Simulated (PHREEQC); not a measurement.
Dissolve 6.4e-05 mol Ca(HCO3)2, 0.52 mol Na2SO4 and 0.00017 mol H4SiO4 per kg of water at 65 °C. Closed to the air; pH follows from the charge balance.

All values are PHREEQC results (ion-association model, phreeqc.dat), not measurements.

No solid was allowed to form.

### Question
Order these C species by the share of C that they hold, largest first: NaCO3-, CO3-2, HCO3-, NaHCO3, CO2.

### Answer
HCO3- (79 %), NaHCO3 (10 %), CO2 (6.6 %), NaCO3- (3.5 %), CO3-2 (0.28 %)

The pH is 7.08 and the ionic strength 1.11 mol/kgw. The ionic strength is past about 0.7 mol/kgw, beyond the range of this activity model, so the values are rough. Species that the database lacks are ignored. Away from 25 °C the constants follow the database's enthalpies or fits; those with neither stay at their 25 °C values.
